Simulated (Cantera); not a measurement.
Charge: 1 mol B₂H₆, 0.5 mol N₂, 12 mol H₂, held at 2075 K and 49.0 mbar.

Cantera equilibrium calculation (NASA polynomials, part measured and part estimated; ideal gas, pure solids and liquids). The feed counts by its element totals alone. Mutual solubility and eutectic melting of coexisting phases are not modelled. The tables' values for BH₂ are old estimates; treat these amounts as uncertain. The numbers say what is thermodynamically allowed, not how fast it happens.

| species | before | after |
|---|---|---|
| H₂ | 0.980 | 0.942 |
| N₂ | 0.00706 | 0.0319 |
| H | 0.0119 | 0.0244 |
| BH₂ | 0.000695 | 0.00124 |
| B | 9.05e-6 | 5.43e-5 |
| BH | 3.48e-6 | 1.38e-5 |
| BH₃ | 9.28e-6 | 1.15e-5 |
| B(s), mol | 1.20 | 1.98 |
| BN(s), mol | 0.785 | 0 |
Gas species are given as mole fractions.

Name the change that produced these shifts.
(A) temperature from 2075 K to 1200 K
(B) temperature from 2075 K to 2198 K
(C) temperature from 2075 K to 850 K
(D) temperature from 2075 K to 1373.15 K

B, temperature from 2075 K to 2198 K. Gases not in the tables: B₂H₆ and higher boranes
